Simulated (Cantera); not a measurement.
## Reactions in the system H-N-O-Zr

Source: NASA polynomial tables (part measured, part estimated), evaluated in Cantera. Values are per mole of reaction as written; species without (g) are pure solids or liquids, kept so even where they would boil at 1 bar.

3 ZrO2(g) + 4 NH3(g) = 2 N2(g) + 3 Zr + 6 H2O(g)

```
T (K)  ΔH° (kJ)  ΔS° (J/K)  ΔG° (kJ)  log10 K
-----  --------  ---------  --------  -------
300      -408.5       40.8    -420.8    73.26
875      -394.6       71.1    -456.8    27.27
925      -394.0       71.7    -460.3    25.99
975      -393.4       72.4    -463.9    24.85
1025     -392.7       73.0    -467.6    23.83
1075     -392.0       73.7    -471.2    22.90
1125     -391.2       74.4    -474.9    22.05
```
